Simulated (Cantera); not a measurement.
Feed: 1 mol Si, 9.3 mol F2, 93 mol N2, at 190 Pa.

These are equilibrium values from Cantera (NASA tables, ideal gas, pure condensed phases), not measurements of a reactor. Candidate condensed phases: Si, Si3N4; 16 gas species. Equilibrium is a limit: real reactors are often held back by kinetics, nucleation or transport.

x: gas mole fraction; nothing condenses.

```tsv
T (°C)	x N2	x F	x F2	x NF3	x SiF4	x NF2
177	0.939	9.56e-8	4.23e-5	0.0504	0.0104	<1e-12
277	0.938	4.02e-5	0.00298	0.0484	0.0103	1.78e-10
377	0.927	(withheld)	(withheld)	(withheld)	0.0101	(withheld)
477	0.910	0.0203	0.0584	0.00192	0.00979	2.50e-8
577	0.885	0.0719	0.0334	6.98e-5	0.00952	2.69e-8
677	0.863	0.120	0.00799	1.17e-6	0.00928	1.06e-8
777	0.857	0.132	0.00134	1.67e-8	0.00922	2.69e-9
877	0.857	0.134	0.000265	4.13e-10	0.00921	7.54e-10
977	0.856	0.134	6.66e-5	1.79e-11	0.00921	2.54e-10
1077	0.856	0.134	(withheld)	(withheld)	0.00921	(withheld)
1177	0.856	0.134	7.33e-6	<1e-12	0.00921	4.45e-11
```

Question: Some entries are withheld; supply them.

Answer: 
- 377, x F: 0.00215
- 377, x F2: 0.0363
- 377, x NF3: 0.0243
- 377, x NF2: 6.76e-9
- 1077, x F2: 2.04e-5
- 1077, x NF3: 1.23e-12
- 1077, x NF2: 9.97e-11
